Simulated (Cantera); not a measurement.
## Ignition delay

Mixture: C2H4 : O2 : N2 : H2O = 1 : 3.57 : 15 : 2.7 (molar parts), equivalence ratio 0.84, at 0.415 atm, adiabatic and at constant volume. Ignition delay is the time to a rise of 400 K.

Detailed kinetics in Cantera: GRI-Mech 3.0 (53 species, 325 reactions). GRI-Mech 3.0 was tuned for natural gas; its chemistry of ethylene as a main component is partial and can be far from experiment.

```json
[
 {"T0 (K)": "1073", "delay (ms)": "11.9"},
 {"T0 (K)": "1123", "delay (ms)": "2.50"},
 {"T0 (K)": "1173", "delay (ms)": "0.727"},
 {"T0 (K)": "1223", "delay (ms)": "0.363"},
 {"T0 (K)": "1273", "delay (ms)": "0.232"},
 {"T0 (K)": "1323", "delay (ms)": "0.165"},
 {"T0 (K)": "1373", "delay (ms)": "0.125"},
 {"T0 (K)": "1423", "delay (ms)": "0.0987"}
]
```

The apparent activation energy between 1323 and 1423 K comes out as 81 kJ/mol.
